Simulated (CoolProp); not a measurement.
Saturation properties of toluene.

Computed with CoolProp (reference Helmholtz-energy equation of state, Lemmon 2006). It is a short technical equation, of lower accuracy than the large ones.

```csv
T (K),p (MPa),liquid viscosity (µPa s),vapour viscosity (µPa s)
364.8,0.05725,288,8.40
383.2,0.09976,250,8.79
401.5,0.1635,219,9.18
419.9,0.2556,193,9.57
438.3,0.3831,172,9.98
456.6,0.5528,153,10.4
475,0.7751,136,10.9
493.3,1.057,121,11.3
511.7,1.410,107,11.9
530.1,1.847,93.4,12.6
548.4,2.377,79.8,13.6
```

It boils at 383.7 K under 1 atm.

Viscosity comes from a separate model (Avgeri 2015).
